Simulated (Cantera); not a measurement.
A closed system holds: 1 mol Al, 0.0011 mol O2, 250 mol H2, equilibrated at 1500 K.

Method: chemical equilibrium by Gibbs-energy minimisation in Cantera with the NASA 1993 tables (ideal gas, pure condensed phases). Candidate condensed phases: Al, Al2O3, H2O; 19 gas species. Mutual solubility and eutectic melting of coexisting phases are not modelled. Equilibrium is a limit: real reactors are often held back by kinetics, nucleation or transport.

### Question
What share of the Al ends up in condensed phases as a function of P (Pa), at 10, 48, 230, 1100, 5500, 26000, 130000, 620000, 3000000?

### Answer
```
P (Pa)   Al condensed (%)                as
-------  ----------------  ----------------
10                    0.0                 -
48                    0.0                 -
230                   0.0                 -
1100                 65.7             Al(l)
5500                 91.9             Al(l)
26000                97.5             Al(l)
130000               99.0  Al(l) + Al2O3(s)
620000               99.7  Al(l) + Al2O3(s)
3000000              99.9  Al(l) + Al2O3(s)
```
